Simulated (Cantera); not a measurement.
An isothermal, constant-pressure homogeneous reactor starts with H₂ : O₂ = 0.09 : 1 (molar parts), equivalence ratio 0.045, at 1050 K and 1.43 Torr.

Detailed kinetics in Cantera: the H2/O2 subset of GRI-Mech 3.0, which has no nitrogen chemistry. Radical loss at walls, strong at low pressure, is not modelled. The temperature is held fixed by assumption; the heat of reaction is taken as removed at once.

One state of this run: x H₂ = 6.29e-6; x O₂ = 0.914; x H₂O = 0.0860; x HO₂ = 1.04e-7; x H = 3.76e-6; x H₂O₂ = 1.05e-8. x: mole fraction; the columns are a selection and need not sum to one.

Q: Which value of t (s) does it belong to?
A) 0.0103
B) 3.78
C) 12.3
D) 40.0

A: C, 12.3
